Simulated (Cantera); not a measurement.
An adiabatic, constant-pressure homogeneous reactor starts with CH4 : O2 : N2 = 1 : 6.45 : 24.3 (molar parts), at 1723 K and 1.01 bar.

Computed with Cantera and GRI-Mech 3.0 (53 species, 325 reactions).

**Question.** Predict: time of steepest temperature rise; temperature at 5.00 s; equilibrium temperature; x(O2) at 5.00 s; x(HO2) at 5.00 s.

**Answer.** 
```
Property                                                            Result
---------------------------------  ---------------------------------------
time of steepest temperature rise                                 0.169 ms
temperature at 5.00 s                                               2314 K
equilibrium temperature                                             2314 K
x(O2) at 5.00 s                        0.132 (gas-phase equilibrium 0.132)
x(HO2) at 5.00 s                   4.64e-6 (gas-phase equilibrium 4.64e-6)
```
